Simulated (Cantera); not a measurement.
Mixture: CH4 : C2H6 : O2 : N2 = 1 : 0.18 : 1.64 : 6.18 (molar parts), equivalence ratio 1.6, at 6.40 bar, adiabatic and at constant pressure. Ignition delay is the time to a rise of 400 K.

Detailed kinetics in Cantera: GRI-Mech 3.0 (53 species, 325 reactions).

What does this change do: pressure from 6.40 bar to 10.0 bar?


| quantity | before | after |
|---|---|---|
| delay at 1225 K | 0.710 ms | 0.516 ms |
| delay at 1300 K | 0.315 ms | 0.227 ms |
| delay at 1375 K | 0.157 ms | 0.113 ms |
| delay at 1450 K | 84.3 µs | 60.6 µs |
| delay at 1525 K | 47.1 µs | 34.1 µs |
| delay at 1600 K | 27.2 µs | 19.8 µs |
| delay at 1675 K | 16.3 µs | 11.9 µs |
| apparent activation energy between 1525 and 1675 K | 150 kJ/mol | 150 kJ/mol |
